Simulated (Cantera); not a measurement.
Feed: 1 mol Si2H6, 4.7 mol N2O, 0.23 mol O3, held at 1150 K and 0.100 bar.

Equilibrium computed with Cantera from the NASA thermochemical tables; the gas is ideal and each condensed phase is pure. Candidate condensed phases: H2O, Si, SiO2, Si2N2O, Si3N4; 35 gas species. The feed counts by its element totals alone. The tables hold silica as quartz up to 1696 K and as liquid above; real silica turns to tridymite and cristobalite and melts near 1996 K. The numbers say what is thermodynamically allowed, not how fast it happens.

Base state: N2 0.610, H2 0.209, H2O 0.181 (mole fractions); condensed: SiO2(β-quartz).

Question: What changes in the equilibrium state with this change: O3 from 0.23 to 4.5 mol?

Answer: 
```
species              before     after
-------------------  ------  --------
O2                    <1e-9     0.421
N2                    0.610     0.353
H2O                   0.181     0.226
H2                    0.209   4.72e-9
NO                    <1e-9  0.000124
SiO2(β-quartz), mol    2.00      2.00
```
